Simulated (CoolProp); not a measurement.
Carbon dioxide along the isobar 5780 kPa: Z from the reference equation and from simpler models built on Tc = 31.0 °C, pc = 7377 kPa, ω = 0.224; each cubic takes its own stable root.

Model: reference Helmholtz-energy equation of state, Span 1996, in CoolProp.

```tsv
T (°C)	phase	reference	Soave-Redlich-Kwong	Peng-Robinson
-11.55	liquid	(withheld)	0.1291	(withheld)
9.15	liquid	(withheld)	0.1423	0.1262
29.85	gas	0.6329	0.6422	0.6162
50.45	gas	0.7410	0.7473	(withheld)
71.15	gas	0.8037	0.8105	(withheld)
91.85	gas	0.8464	0.8542	0.8327
112.55	gas	0.8776	0.8864	0.8662
133.25	gas	0.9012	0.9109	0.8920
153.95	gas	0.9197	0.9301	0.9123
174.65	gas	0.9344	0.9454	(withheld)
195.35	gas	0.9463	0.9578	0.9419
216.05	gas	(withheld)	0.9678	0.9529
236.75	gas	0.9642	0.9761	0.9620
257.45	gas	0.9710	0.9829	0.9696
278.05	gas	0.9767	0.9886	0.9760
```

Q: Some entries are withheld; supply them.

A: 
- -11.55, reference: 0.1160
- -11.55, Peng-Robinson: 0.1140
- 9.15, reference: 0.1224
- 50.45, Peng-Robinson: 0.7229
- 71.15, Peng-Robinson: 0.7876
- 174.65, Peng-Robinson: 0.9286
- 216.05, reference: 0.9561
